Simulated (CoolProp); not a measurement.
Computed with CoolProp (reference Helmholtz-energy equation of state, Smukala 2000).

### Question
For ethylene, give the phase and the density (kg/m³), cp (kJ/(kg K)), speed of sound (m/s), expansivity (1/kK) at -124.35 °C and 4.04 MPa; -97.15 °C and 4.04 MPa.

### Answer
- -124.35 °C and 4.04 MPa: liquid; density 599, cp 2.39, speed of sound 1490, expansivity 2.20
- -97.15 °C and 4.04 MPa: liquid; density 562, cp 2.40, speed of sound 1290, expansivity 2.51
